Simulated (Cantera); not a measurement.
An isothermal, constant-pressure homogeneous reactor starts with C₂H₆ : H₂ = 1 : 4.7 (molar parts), at 1673 K and 0.132 atm. Integrator tolerance rtol = 1e-08.

Computed with Cantera and GRI-Mech 3.0 (53 species, 325 reactions). GRI-Mech 3.0 stops at C3 and has no aromatics, soot or wall deposition, so with more carbon than oxygen in the feed, carbon stays in small species such as C2H2 where larger ones or solid carbon would form.

Problem. What does this change do: pressure from 0.132 atm to 0.000918 atm?

Solution. 
| quantity | before | after |
|---|---|---|
| x(C₂H₆) at 2.00 s | 4.71e-7 (gas-phase equilibrium 2.68e-7) | 6.34e-6 (gas-phase equilibrium 1.34e-11) |
| x(H₂) at 2.00 s | 0.864 (gas-phase equilibrium 0.866) | 0.829 (gas-phase equilibrium 0.867) |
| x(CH₃) at 2.00 s | 6.42e-5 (gas-phase equilibrium 4.18e-5) | 0.00163 (gas-phase equilibrium 3.53e-6) |
| x(CH₄) at 2.00 s | 0.00947 (gas-phase equilibrium 0.00610) | 0.0618 (gas-phase equilibrium 4.31e-5) |
| x(CH₂) at 2.00 s | 2.13e-8 (gas-phase equilibrium 1.42e-8) | 1.42e-6 (gas-phase equilibrium 1.43e-8) |
| x(C₂H) at 2.00 s | 2.06e-7 (gas-phase equilibrium 2.10e-7) | 6.77e-7 (gas-phase equilibrium 2.56e-6) |
Radical loss at walls, strong at low pressure, is not modelled.

Problem. What does this change do: 0.33 parts H2O added?

Solution. 
```tsv
quantity	before	after
x(C₂H₆) at 2.00 s	4.71e-7 (gas-phase equilibrium 2.68e-7)	7.35e-7 (gas-phase equilibrium 2.01e-7)
x(H₂) at 2.00 s	0.864 (gas-phase equilibrium 0.866)	0.836 (gas-phase equilibrium 0.857)
x(CH₃) at 2.00 s	6.42e-5 (gas-phase equilibrium 4.18e-5)	8.63e-5 (gas-phase equilibrium 3.62e-5)
x(CH₄) at 2.00 s	0.00947 (gas-phase equilibrium 0.00610)	0.0125 (gas-phase equilibrium 0.00526)
x(CH₂) at 2.00 s	2.13e-8 (gas-phase equilibrium 1.42e-8)	3.68e-8 (gas-phase equilibrium 1.23e-8)
x(C₂H) at 2.00 s	2.06e-7 (gas-phase equilibrium 2.10e-7)	1.82e-7 (gas-phase equilibrium 1.61e-7)
```

Problem. What does this change do: H2 4.7 to 39 parts?

Solution. 
| quantity | before | after |
|---|---|---|
| x(C₂H₆) at 2.00 s | 4.71e-7 (gas-phase equilibrium 2.68e-7) | 2.08e-7 (gas-phase equilibrium 5.94e-8) |
| x(H₂) at 2.00 s | 0.864 (gas-phase equilibrium 0.866) | 0.972 (gas-phase equilibrium 0.974) |
| x(CH₃) at 2.00 s | 6.42e-5 (gas-phase equilibrium 4.18e-5) | 4.64e-5 (gas-phase equilibrium 1.97e-5) |
| x(CH₄) at 2.00 s | 0.00947 (gas-phase equilibrium 0.00610) | 0.00729 (gas-phase equilibrium 0.00305) |
| x(CH₂) at 2.00 s | 2.13e-8 (gas-phase equilibrium 1.42e-8) | 1.44e-8 (gas-phase equilibrium 6.29e-9) |
| x(C₂H) at 2.00 s | 2.06e-7 (gas-phase equilibrium 2.10e-7) | 3.09e-8 (gas-phase equilibrium 3.45e-8) |
